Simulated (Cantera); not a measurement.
Feed: 1 mol SiCl4, 0.0089 mol C3H8, 1200 mol H2, equilibrated at 7.35 Torr.

Equilibrium computed with Cantera from the NASA thermochemical tables; the gas is ideal and each condensed phase is pure. Candidate condensed phases: C, C6H6, C7H8, C8H18, Si, SiC; 109 gas species. The numbers say what is thermodynamically allowed, not how fast it happens. All values below are at 2600 K.

Base state: H2 0.677, H 0.319, HCl 0.00210, Cl 0.000693, Si 0.000684, SiH 1.27e-5 (mole fractions); condensed: gas only.

### Question
What changes in the equilibrium state with this change: SiCl4 replaced by Si(CH3)4?

### Answer
```tsv
species	before	after
H2	0.677	0.679
H	0.319	0.319
C2H2 (acetylene)	7.75e-6	0.00129
HCl	0.00210	0
Si	0.000684	0.000657
Cl	0.000693	0
C2H	3.21e-7	5.34e-5
```

### Question
What changes in the equilibrium state with this change: pressure from 7.35 Torr to 1.43 Torr?

### Answer
| species | before | after |
|---|---|---|
| H | 0.319 | 0.573 |
| H2 | 0.677 | 0.424 |
| HCl | 0.00210 | 0.00122 |
| Si | 0.000684 | 0.000588 |
| SiH | 1.27e-5 | 3.81e-6 |
| Cl | 0.000693 | 0.00115 |
